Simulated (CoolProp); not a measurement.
Vapour-liquid equilibrium of R134a (1) + methanol (2) at 0.0992 bar; x and y are mole fractions of (1).

Values from CoolProp's multi-fluid Helmholtz-energy mixture model, Tillner-Roth 1994 and de Reuck 1993; pair parameters Bell 2016.

| x | bubble temperature (K) | y at the bubble point | dew temperature at overall composition x (K) | liquid density (mol/L) |
|---|---|---|---|---|
| 0.05 | 228.5 | 0.987 | 287.3 | 25.69 |
| 0.125 | 217.4 | 0.996 | 285.8 | 24.74 |
| 0.2 | 214.1 | 0.997 | 284.3 | 23.63 |
| 0.275 | 212.7 | 0.998 | 282.6 | 22.54 |
| 0.35 | 212.1 | 0.998 | 280.8 | 21.50 |
| 0.425 | 211.6 | 0.998 | 278.7 | 20.51 |
| 0.5 | 211.2 | 0.998 | 276.4 | 19.58 |
| 0.575 | 210.8 | 0.998 | 273.8 | 18.71 |
| 0.65 | 210.2 | 0.998 | 270.8 | 17.89 |
| 0.725 | 209.5 | 0.999 | 267.1 | 17.12 |
| 0.8 | 208.7 | 0.999 | 262.4 | 16.39 |
| 0.875 | 207.9 | 0.999 | 255.8 | 15.70 |
| 0.95 | 206.9 | 1.000 | 243.9 | 15.05 |

No azeotrope shows between x = 0.05 and 0.95.

The pair parameters rest on a limited set of measurements; away from them the model extrapolates. With so large a gap from Raoult's law the liquid may split in two, which this calculation doesn't test in full.
